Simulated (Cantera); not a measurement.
A closed system holds: 1 mol HI, 0.055 mol H₂, held at 1800 K and 10000 Pa.

Cantera equilibrium calculation (NASA polynomials, part measured and part estimated; ideal gas, pure solids and liquids). Candidate condensed phases: I₂; 5 gas species. The numbers say what is thermodynamically allowed, not how fast it happens.

Base state: I 0.566, H₂ 0.323, HI 0.108, I₂ 0.00264, H 0.000643 (mole fractions); condensed: gas only.

### Question
What changes in the equilibrium state with this change: pressure from 10000 Pa to 2900 Pa?

### Answer
```
species    before     after
-------  --------  --------
I           0.566     0.599
H₂          0.323     0.336
HI          0.108    0.0630
I₂        0.00264  0.000857
H        0.000643   0.00122
```
